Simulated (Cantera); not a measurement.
An isothermal, constant-pressure homogeneous reactor starts with H₂ : O₂ = 0.097 : 1 (molar parts), equivalence ratio 0.049, at 923 K and 0.0267 bar.

Computed with Cantera and GRI-Mech 3.0 (53 species, 325 reactions). Radical loss at walls, strong at low pressure, is not modelled. Below about 950 K walls govern HO2 and H2O2 in real vessels. The temperature is held fixed by assumption; the heat of reaction is taken as removed at once.

x: mole fraction; the columns are a selection and need not sum to one.

```tsv
t (s)	x H₂	x O₂	x H₂O	x H₂O₂	x H	x HO₂
9.00e-6	0.0884	0.912	<1e-12	<1e-12	1.38e-12	1.44e-12
3.48e-5	0.0884	0.912	<1e-12	<1e-12	5.02e-12	5.59e-12
0.000134	0.0884	0.912	7.31e-12	<1e-12	1.95e-11	2.21e-11
0.000520	0.0884	0.912	3.00e-10	<1e-12	1.99e-10	9.99e-11
0.00201	0.0884	0.912	6.70e-7	4.86e-12	3.36e-7	3.52e-8
0.00776	0.00384	0.901	0.0855	?	0.00351	2.43e-5
0.0300	0.000274	0.907	0.0921	?	1.37e-5	5.62e-6
0.116	3.84e-5	0.907	0.0925	?	4.37e-7	1.18e-6
0.448	3.46e-6	0.907	0.0925	?	1.61e-8	1.73e-7
1.73	1.54e-7	0.907	0.0925	?	6.38e-10	2.19e-8
6.69	4.52e-9	0.907	0.0925	?	4.13e-11	3.73e-9
25.9	5.79e-10	0.907	0.0925	?	4.03e-12	8.46e-10
100	1.25e-10	0.907	0.0925	3.20e-10	<1e-12	2.51e-10
```

Task: What belongs in the gaps?

Result: 
- 0.00776, x H₂O₂: 8.32e-7
- 0.0300, x H₂O₂: 3.01e-7
- 0.116, x H₂O₂: 1.24e-7
- 0.448, x H₂O₂: 4.28e-8
- 1.73, x H₂O₂: 1.27e-8
- 6.69, x H₂O₂: 3.66e-9
- 25.9, x H₂O₂: 1.10e-9
